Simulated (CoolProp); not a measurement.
Methane along the isotherm 446.1 K: density (kg/m³) from the reference equation and from simpler models built on Tc = 190.6 K, pc = 4599 kPa, ω = 0.011; each cubic takes its own stable root.

Model: reference Helmholtz-energy equation of state, Setzmann 1991, in CoolProp.

```csv
p (kPa),phase,reference
3830,gas,16.67
7670,supercritical,33.47
11500,supercritical,50.12
15300,supercritical,66.31
19200,supercritical,82.41
23000,supercritical,97.43
26800,supercritical,111.7
30700,supercritical,125.5
34500,supercritical,138.1
38300,supercritical,149.9
42200,supercritical,161.2
46000,supercritical,171.5
```

Q: How far does each simpler model (Redlich-Kwong, Peng-Robinson) lie from the reference over these 12 states: mean and median of the absolute difference, and the worst?

A: 
- Redlich-Kwong: mean 1.0 %, median 1.0 %, worst +1.6 % at 446.1 K and 46000 kPa
- Peng-Robinson: mean 2.4 %, median 2.4 %, worst +4.2 % at 446.1 K and 46000 kPa
